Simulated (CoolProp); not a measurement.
Vapour-liquid equilibrium of hydrogen sulfide (1) + n-hexane (2) at 239 kPa; x and y are mole fractions of (1).

Computed with CoolProp (multi-fluid Helmholtz-energy mixture model, Lemmon 2006 and Thol 2019; pair parameters Kunz 2012).

```tsv
x	bubble temperature, mixture model (K)	bubble temperature, Raoult's law (K)	y, mixture model	y, Raoult's law
0.05	321.4	324.9	0.785	0.771
0.2	253.5	277.3	0.992	0.975
0.35	242.3	259.6	0.997	0.992
0.5	239.1	249.3	0.998	0.997
0.65	237.3	242.2	0.998	0.999
0.8	235.3	236.9	0.999	0.999
0.95	232.6	232.7	1.000	1.000
```

The largest gap from Raoult's law is -23.8 K in bubble temperature, at x = 0.2. No azeotrope shows between x = 0.05 and 0.95.

The pair parameters rest on a limited set of measurements; away from them the model extrapolates. With so large a gap from Raoult's law the liquid may split in two, which this calculation doesn't test in full.
